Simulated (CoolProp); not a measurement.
A simple Rankine cycle with the fluoroketone C6F12O (FK-5-1-12): condensing at 321.15 K, boiler at 0.502 MPa, turbine inlet 379.9 K, turbine efficiency 0.65, pump efficiency 0.7, no recuperator. Each further row changes one setting.

Model: reference Helmholtz-energy equation of state, McLinden 2015, in CoolProp.

| case | thermal efficiency (%) | net work (kJ/kg) | heat in (kJ/kg) | turbine exit temperature (K) | volume ratio over the turbine |
|---|---|---|---|---|---|
| as stated | 6.6 | … | 136 | 363.4 | 5.87 |
| turbine inlet 399.9 K | … | … | 156 | 384.1 | 5.65 |
| condensing temperature 313.15 K | 7.3 | 10.6 | 145 | 361.2 | 7.86 |
| boiler pressure 0.351 MPa | … | 7.29 | … | 368.1 | … |
| turbine efficiency 0.55 | 5.5 | 7.49 | 136 | … | … |

Q: Fill in the missing entries.

A: 
- as stated, net work (kJ/kg): 8.92
- turbine inlet 399.9 K, thermal efficiency (%): 6.2
- turbine inlet 399.9 K, net work (kJ/kg): 9.65
- boiler pressure 0.351 MPa, thermal efficiency (%): 5.3
- boiler pressure 0.351 MPa, heat in (kJ/kg): 139
- boiler pressure 0.351 MPa, volume ratio over the turbine: 3.84
- turbine efficiency 0.55, turbine exit temperature (K): 364.9
- turbine efficiency 0.55, volume ratio over the turbine: 5.90
